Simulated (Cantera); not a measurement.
Mixture: 19.1 % CH3OH, 13.0 % O2, 67.9 % N2, at 9750 Torr, adiabatic and at constant volume. Ignition delay is the time to a rise of 400 K.

Cantera simulation using GRI-Mech 3.0 (53 species, 325 reactions); the numbers are that mechanism's predictions, not measurements. GRI-Mech 3.0 was tuned for natural gas; its chemistry of methanol as a main component is partial and can be far from experiment. The pressure lies above the range GRI-Mech 3.0 was tuned for (to about 10 atm).

Task: Predict: delay at 1150 K; delay at 1250 K; delay at 1350 K; delay at 1450 K; delay at 1550 K; apparent activation energy between 1450 and 1550 K.

Result: 
```
Item                                                     Value
--------------------------------------------------  ----------
delay at 1150 K                                        2.64 ms
delay at 1250 K                                       0.480 ms
delay at 1350 K                                       0.114 ms
delay at 1450 K                                        33.9 µs
delay at 1550 K                                        12.2 µs
apparent activation energy between 1450 and 1550 K  190 kJ/mol
```
